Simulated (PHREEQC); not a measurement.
Consider water at 25 °C with 0.16 mol/kgw ZnSO4, 8.6e-05 mol/kgw KCl and 0.0064 mol/kgw HCl. Closed to the air; pH follows from the charge balance.

Equilibrium calculation in PHREEQC: ion-association model, phreeqc.dat.

| quantity | before | after |
|---|---|---|
| pH | 2.67 | 4.26 |
| ionic strength (mol/kgw) | 0.318 | 0.00551 |
| Zn+2 (mol/kgw) | 0.0795 | 0.00136 |
| ZnSO4 (mol/kgw) | 0.0573 | 0.000233 |
| SO4-2 (mol/kgw) | 0.0533 | 0.00136 |
| Zn(SO4)2-2 (mol/kgw) | 0.0228 | 2.58e-6 |
| SI of Zn(OH)2(e) (Zn(OH)2) | -7.85 | -5.97 |

Which change was made?
(A) KCl from 8.6e-05 to 0.000129 mol/kgw
(B) 0.22 mol/kgw KNO3 added
(C) KCl left out
(D) diluted 100-fold with water
(E) ZnSO4 from 0.16 to 0.24 mol/kgw

D, diluted 100-fold with water

Precipitation was switched off in this run.
